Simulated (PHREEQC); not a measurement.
0.016 g of hydrous ferric oxide (600 m²/g; 0.2 weak and 0.005 strong sites per Fe, Dzombak-Morel constants, diffuse double layer) in 1 kg of water with 0.05 mol/kgw of an inert sodium salt and 5.1e-07 mol/kgw Ag2SO4 and 1e-06 mol/kgw ZnSO4, at 25 °C; the pH is set by adding NaOH or the inert anion's acid. Oxygen is held at 0.21 atm. CO2 from the air is kept out. Precipitation was switched off in this run.

The series has 17 steps of pH, from 3 to 11.

All values are PHREEQC results (ion-association model, wateq4f.dat), not measurements.

Near which pH is half of the S sorbed, and on which side is more sorbed?

Near pH 5.3, with more sorbed at lower pH.

Near which pH is half of the Ag sorbed, and on which side is more sorbed?

Near pH 9.3, with more sorbed at higher pH.

Near which pH is half of the Zn sorbed, and on which side is more sorbed?

Near pH 6.9, with more sorbed at higher pH.

Complexes and solids missing from the database can't appear. The oxide is taken as insoluble; below pH 4 it would dissolve.
